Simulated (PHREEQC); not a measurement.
**Arsenic or selenium liquor**

Solution (25 °C): 0.065 mol Na2SeO3 and 0.001 mol HCl per kg of water. Closed to the air; pH follows from the charge balance.

Computed with PHREEQC (ion-association model, wateq4f.dat).

Each row changes one thing in this solution. No solid was allowed to form.

```tsv
case	pH	ionic strength (mol/kgw)
as made	9.88	0.194
Na2SeO3 left out	(withheld)	0.00100
Na2SeO3 replaced by NaAlO2 at the same molality	(withheld)	0.0651
Na2SeO3 from 0.065 to 0.0715 mol/kgw	(withheld)	0.213
HCl left out	(withheld)	(withheld)
```

Q: What belongs in the gaps?

A: 
- Na2SeO3 left out, pH: 3.02
- Na2SeO3 replaced by NaAlO2 at the same molality, pH: 7.59
- Na2SeO3 from 0.065 to 0.0715 mol/kgw, pH: 9.91
- HCl left out, pH: 10.39
- HCl left out, ionic strength (mol/kgw): 0.195

Some of these states are supersaturated (in Al(OH)3(a), Boehmite (slow to form), for instance).
